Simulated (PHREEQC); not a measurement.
Dissolve 3.6 mmol/kgw CuCl2, 1.4 mmol/kgw KCl and 0.84 mmol/kgw Na2SiF6 at 20 °C. Closed to the air; pH follows from the charge balance.

Equilibrium calculation in PHREEQC: ion-association model, phreeqc.dat.

No solid was allowed to form.

Question: Estimate the pH, ionic strength.

Answer: pH 3.25; ionic strength 0.0148 mol/kgw.

Question: In which forms is Si present?

Answer: SiF6-2 54 %, H4SiO4 46 % of the Si.

Saturation is exceeded, for instance for Quartz (slow to form), Chalcedony (slow to form); the values hold only as long as no solid forms. Species that the database lacks are ignored. SiF6-2 is the database's only silicon fluoride.
